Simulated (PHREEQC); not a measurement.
Consider water at 48 °C and 500 atm with 0.074 mol/kgw CuSO4, 0.00093 mol/kgw HCl and 0.0055 mol/kgw Na2SO4. Closed to the air; pH follows from the charge balance.

All values are PHREEQC results (ion-association model, phreeqc.dat), not measurements.

```json
[
 {"quantity": "pH", "before": "3.54", "after": "1.56"},
 {"quantity": "ionic strength (mol/kgw)", "before": "0.188", "after": "0.145"},
 {"quantity": "SO4-2 (mol/kgw)", "before": "0.0475", "after": "0.0321"},
 {"quantity": "Na+ (mol/kgw)", "before": "0.0101", "after": "0.0103"},
 {"quantity": "NaSO4- (mol/kgw)", "before": "0.000877", "after": "0.000667"},
 {"quantity": "HSO4- (mol/kgw)", "before": "0.000575", "after": "0.0406"}
]
```

### Question
Name the change that produced these shifts.
A) CuSO4 replaced by KHSO4 at the same molality
B) 0.028 mol/kgw NaHSO4 added
C) HCl from 0.00093 to 0.000186 mol/kgw
D) HCl left out
E) diluted 100-fold with water

### Answer
A, CuSO4 replaced by KHSO4 at the same molality

Precipitation was switched off in this run. Under pressure, the constants of complexes without a molar volume in the database are unreliable. At this temperature some constants are extrapolated from 25 °C, and those without enthalpy data are left unchanged.
